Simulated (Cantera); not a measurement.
Input (Python, Cantera) and output of one run.

```python
import numpy as np
import cantera as ct

gas_names = """
    H H2 H2S N NH NH2 NH3 N2 N2H2 N2H4 Pb PbS Pb2 S SH SN S2 S8
""".split()
cond_names = """
    Pb(cr) Pb(L) PbS(s) PbS(L) S(cr1) S(cr2) S(L)
""".split()


# ... load() reads the species with a 1 bar reference pressure and builds the phases ...
atoms = {
    'PbS': {'Pb': 1, 'S': 1},
    'H2': {'H': 2},
    'N2': {'N': 2},
}
top_T = {}  # K; cautious upper limits of use, not melting points


# ... equilibrate(T, P, feed) seeds the gas with the atoms and calls Mixture.equilibrate('TP', solver="vcs", rtol=1e-11, max_steps=5000) ...
results = []
feed = {'PbS': 1, 'H2': 0.69, 'N2': 4.4}  # mol
P = 101325  # Pa
for T in [873, 973, 1073, 1173, 1273, 1373, 1473, 1573, 1673, 1773, 1873, 1973]:
    mix = equilibrate(T, P, feed)
    results.append((T, P, feed, dict(zip(mix.species_names, mix.species_moles))))
    x = sorted(zip(gas.X, gas.species_names), reverse=True)
    print(f"T = {T:g} K  P = {P:g} Pa  gas = {mix.phase_moles(0):.4g} mol")
    print("   x: " + "  ".join(f"{s} {v:.3e}" for v, s in x if v > 0.001))
    print("   condensed (mol): " + ("  ".join(f"{mix.phase(i).name} {mix.phase_moles(i):.4g}"
          for i in range(1, mix.n_phases) if mix.phase_moles(i) > 1e-12) or "none"))
```

Output:

```
T = 873 K  P = 101325 Pa  gas = 5.09 mol
   x: N2 8.645e-01  H2 1.348e-01
   condensed (mol): Pb(L) 0.003251  PbS(s) 0.9967
T = 973 K  P = 101325 Pa  gas = 5.09 mol
   x: N2 8.644e-01  H2 1.337e-01  H2S 1.814e-03
   condensed (mol): Pb(L) 0.009189  PbS(s) 0.9906
T = 1073 K  P = 101325 Pa  gas = 5.093 mol
   x: N2 8.639e-01  H2 1.313e-01  H2S 4.136e-03
   condensed (mol): Pb(L) 0.0207  PbS(s) 0.9763
T = 1173 K  P = 101325 Pa  gas = 5.113 mol
   x: N2 8.605e-01  H2 1.270e-01  H2S 7.956e-03  PbS 4.088e-03
   condensed (mol): Pb(L) 0.03862  PbS(s) 0.9384
T = 1273 K  P = 101325 Pa  gas = 5.22 mol
   x: N2 8.429e-01  H2 1.190e-01  PbS 2.301e-02  H2S 1.318e-02  Pb 1.812e-03
   condensed (mol): Pb(L) 0.06017  PbS(s) 0.8103
T = 1373 K  P = 101325 Pa  gas = 5.695 mol
   x: N2 7.726e-01  H2 1.027e-01  PbS 9.922e-02  H2S 1.838e-02  Pb 6.331e-03
   condensed (mol): Pb(L) 0.07611  PbS(s) 0.3228
T = 1473 K  P = 101325 Pa  gas = 6.097 mol
   x: N2 7.217e-01  PbS 1.483e-01  H2 9.959e-02  Pb 1.575e-02  H2S 1.350e-02  S2 1.053e-03
   condensed (mol): none
T = 1573 K  P = 101325 Pa  gas = 6.107 mol
   x: N2 7.204e-01  PbS 1.447e-01  H2 9.943e-02  Pb 1.902e-02  H2S 1.337e-02  S2 2.655e-03
   condensed (mol): none
T = 1673 K  P = 101325 Pa  gas = 6.124 mol
   x: N2 7.184e-01  PbS 1.396e-01  H2 9.982e-02  Pb 2.368e-02  H2S 1.248e-02  S2 5.254e-03
   condensed (mol): none
T = 1773 K  P = 101325 Pa  gas = 6.148 mol
   x: N2 7.157e-01  PbS 1.329e-01  H2 1.004e-01  Pb 2.980e-02  H2S 1.118e-02  S2 8.691e-03  SH 1.195e-03
   condensed (mol): none
T = 1873 K  P = 101325 Pa  gas = 6.176 mol
   x: N2 7.125e-01  PbS 1.247e-01  H2 1.009e-01  Pb 3.722e-02  S2 1.271e-02  H2S 9.781e-03  SH 1.894e-03
   condensed (mol): none
T = 1973 K  P = 101325 Pa  gas = 6.208 mol
   x: N2 7.088e-01  PbS 1.154e-01  H2 1.011e-01  Pb 4.569e-02  S2 1.706e-02  H2S 8.454e-03  SH 2.793e-03
   condensed (mol): none
```

Cantera equilibrium calculation (NASA polynomials, part measured and part estimated; ideal gas, pure solids and liquids). Mutual solubility and eutectic melting of coexisting phases are not modelled. Gases not in the tables: S3 to S7.
